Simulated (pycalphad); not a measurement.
# Phase fields of Mo-Ti as a text map

All values are pycalphad results on the COST 507 light-alloy database (1999) (1 atm), not direct measurements. These are 1990s assessments: newer ones move some temperatures and phases.

Columns run from 0.2 at.% Ti, then 2 to 98 at.% in steps of 2, to 99.8 at.%; rows are temperatures in °C.

```
 2697 aaaaaaaaaaaaaaaaaaaaaaaaaaaaaaaaaaaaaaaaaaaaaaaaaaa
 2610 baaaaaaaaaaaaaaaaaaaaaaaaaaaaaaaaaaaaaaaaaaaaaaaaaa
 2524 bbbbbccaaaaaaaaaaaaaaaaaaaaaaaaaaaaaaaaaaaaaaaaaaaa
 2437 bbbbbbbbbccccaaaaaaaaaaaaaaaaaaaaaaaaaaaaaaaaaaaaaa
 2350 bbbbbbbbbbbbccccccaaaaaaaaaaaaaaaaaaaaaaaaaaaaaaaaa
 2264 bbbbbbbbbbbbbbbbccccccaaaaaaaaaaaaaaaaaaaaaaaaaaaaa
 2177 bbbbbbbbbbbbbbbbbbbbccccccaaaaaaaaaaaaaaaaaaaaaaaaa
 2090 bbbbbbbbbbbbbbbbbbbbbbbbcccccccaaaaaaaaaaaaaaaaaaaa
 2004 bbbbbbbbbbbbbbbbbbbbbbbbbbbbccccccaaaaaaaaaaaaaaaaa
 1917 bbbbbbbbbbbbbbbbbbbbbbbbbbbbbbbbbcccccaaaaaaaaaaaaa
 1830 bbbbbbbbbbbbbbbbbbbbbbbbbbbbbbbbbbbbbbccccaaaaaaaaa
 1744 bbbbbbbbbbbbbbbbbbbbbbbbbbbbbbbbbbbbbbbbbbbbccaaaaa
 1657 bbbbbbbbbbbbbbbbbbbbbbbbbbbbbbbbbbbbbbbbbbbbbbbbbbb
 1570 bbbbbbbbbbbbbbbbbbbbbbbbbbbbbbbbbbbbbbbbbbbbbbbbbbb
 1484 bbbbbbbbbbbbbbbbbbbbbbbbbbbbbbbbbbbbbbbbbbbbbbbbbbb
 1397 bbbbbbbbbbbbbbbbbbbbbbbbbbbbbbbbbbbbbbbbbbbbbbbbbbb
 1310 bbbbbbbbbbbbbbbbbbbbbbbbbbbbbbbbbbbbbbbbbbbbbbbbbbb
 1224 bbbbbbbbbbbbbbbbbbbbbbbbbbbbbbbbbbbbbbbbbbbbbbbbbbb
 1137 bbbbbbbbbbbbbbbbbbbbbbbbbbbbbbbbbbbbbbbbbbbbbbbbbbb
 1050 bbbbbbbbbbbbbbbbbbbbbbbbbbbbbbbbbbbbbbbbbbbbbbbbbbb
  964 bbbbbbbbbbbbbbbbbbbbbbbbbbbbbbbbbbbbbbbbbbbbbbbbbbb
  877 bbbbbbbbbbbbbbbbbbbbbbbbbbbbbbbbbbbbbbbbbbbbbbbbbbd
  790 bbbbbbbbbbbbbbbbbbbbbbbbbbbbbbbbbbbbbbbbbbbbbbbbdde
  704 bbbbbbbbbbbbbbbbbbbbbbbbbbbbbbbbbbbbbbbbbbbbbbdddde
  617 bbbbbbbbbbbbbbbbbbbbbbbbbbbbbbbbbbbbbbbbbbdddddddde
  530 bbbbbbbbbbbbbbbbbbbbbbbbbbbbbbbbbbbbbbdddddddddddde
  444 bbbbbbbbbbbbbbbbbbbbbbbbbbbbbbbbdddddddddddddddddde
  357 bbbbbbbbbbbbbbbbbbbbbbbbbbddddddddddddddddddddddddd
  270 bbbbbbbbbbbbbbbbbbbbddddddddddddddddddddddddddddddd
```

Key: a = LIQUID; b = BCC_A2; c = BCC_A2 + LIQUID; d = BCC_A2 + HCP_A3; e = HCP_A3.

BCC_A2 is bcc; HCP_A3 is hcp.
